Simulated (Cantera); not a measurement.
Feed: 1 mol Si, 0.86 mol O₂, 190 mol H₂, 9.4 mol NH₃, at 1 atm.

Equilibrium computed with Cantera from the NASA thermochemical tables; the gas is ideal and each condensed phase is pure. Candidate condensed phases: H₂O, Si, SiO₂, Si₂N₂O, Si₃N₄; 35 gas species. Mutual solubility and eutectic melting of coexisting phases are not modelled. The tables hold silica as quartz up to 1696 K and as liquid above; real silica turns to tridymite and cristobalite and melts near 1996 K. The numbers say what is thermodynamically allowed, not how fast it happens.

Question: Which condensed phases are stable at each of these points (T (K)): 600, 700, 800, 900, 1000, 1100, 1200, 1300, 1400, 1500, 1600, 1700, 1800?

Answer: 
```json
[
 {"T (K)": "600", "condensed phases": "SiO₂(α-quartz) + Si₂N₂O(s)", "Si condensed (%)": "100.0"},
 {"T (K)": "700", "condensed phases": "SiO₂(α-quartz) + Si₂N₂O(s)", "Si condensed (%)": "100.0"},
 {"T (K)": "800", "condensed phases": "SiO₂(α-quartz) + Si₂N₂O(s)", "Si condensed (%)": "100.0"},
 {"T (K)": "900", "condensed phases": "SiO₂(β-quartz) + Si₂N₂O(s)", "Si condensed (%)": "100.0"},
 {"T (K)": "1000", "condensed phases": "SiO₂(β-quartz) + Si₂N₂O(s)", "Si condensed (%)": "100.0"},
 {"T (K)": "1100", "condensed phases": "SiO₂(β-quartz) + Si₂N₂O(s)", "Si condensed (%)": "100.0"},
 {"T (K)": "1200", "condensed phases": "SiO₂(β-quartz) + Si₂N₂O(s)", "Si condensed (%)": "100.0"},
 {"T (K)": "1300", "condensed phases": "SiO₂(β-quartz) + Si₂N₂O(s)", "Si condensed (%)": "100.0"},
 {"T (K)": "1400", "condensed phases": "SiO₂(β-quartz) + Si₂N₂O(s)", "Si condensed (%)": "100.0"},
 {"T (K)": "1500", "condensed phases": "SiO₂(β-quartz) + Si₂N₂O(s)", "Si condensed (%)": "99.8"},
 {"T (K)": "1600", "condensed phases": "SiO₂(β-quartz) + Si₂N₂O(s)", "Si condensed (%)": "98.0"},
 {"T (K)": "1700", "condensed phases": "SiO₂(condensed) + Si₂N₂O(s)", "Si condensed (%)": "81.9"},
 {"T (K)": "1800", "condensed phases": "SiO₂(condensed)", "Si condensed (%)": "52.5"}
]
```

From 600 K to 800 K the condensed part is SiO₂(α-quartz) + Si₂N₂O(s). From 900 K to 1600 K the condensed part is SiO₂(β-quartz) + Si₂N₂O(s). At 1700 K the condensed part is SiO₂(condensed) + Si₂N₂O(s). At 1800 K the condensed part is SiO₂(condensed).
